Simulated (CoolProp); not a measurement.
Saturation properties of methanol (Tc = 513.4 K, pc = 82.16 bar, ω = 0.565).

Computed with CoolProp (reference Helmholtz-energy equation of state, de Reuck 1993).

| T (K) | p (bar) | liquid cp (kJ/(kg K)) | vapour Z |
|---|---|---|---|
| 379.2 | 4.265 | 3.236 | 0.8940 |
| 393.3 | 6.435 | 3.404 | 0.8678 |
| 407.4 | 9.412 | 3.593 | 0.8362 |
| 421.5 | 13.39 | 3.811 | 0.7984 |
| 435.7 | 18.64 | 4.074 | 0.7543 |
| 449.8 | 25.33 | 4.401 | 0.7071 |
| 463.9 | 33.72 | 4.850 | 0.6611 |
| 478.1 | 44.15 | 5.583 | 0.6088 |

It boils at 337.6 K under 1 atm.
